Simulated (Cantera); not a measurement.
# CO + CO₂ + H₂ (carbon deposition, reforming and gasification)

A closed system holds: 1 mol CO, 0.96 mol CO₂, a varied amount of H₂, held at 2375 K and 0.143 Torr.

These are equilibrium values from Cantera (NASA tables, ideal gas, pure condensed phases), not measurements of a reactor. Candidate condensed phases: C, C₆H₆, C₇H₈, C₈H₁₈, H₂O; 110 gas species. The numbers say what is thermodynamically allowed, not how fast it happens.

```
n(H₂) (mol)  log p H  log p H₂  log p CO  log p H₂O  log p O  log p OH
-----------  -------  --------  --------  ---------  -------  --------
6.4            -4.01     -4.33     -4.51      -5.12    -5.41     -5.55
9.4            -3.99     -4.27     -4.64      -5.22    -5.57     -5.69
14             -3.97     -4.23     -4.79      -5.35    -5.74     -5.84
20             -3.96     -4.21     -4.93      -5.48    -5.89     -5.98
30             -3.95     -4.19     -5.09      -5.64    -6.07     -6.14
44             -3.94     -4.18     -5.25      -5.79    -6.23     -6.30
65             -3.93     -4.17     -5.42      -5.95    -6.40     -6.46
96             -3.93     -4.16     -5.58      -6.11    -6.57     -6.63
```
log p: log10 of the partial pressure in bar; nothing condenses.

From 6.4 mol H₂ to 96 mol H₂ nothing is condensed. The main C-bearing gas is CO throughout.
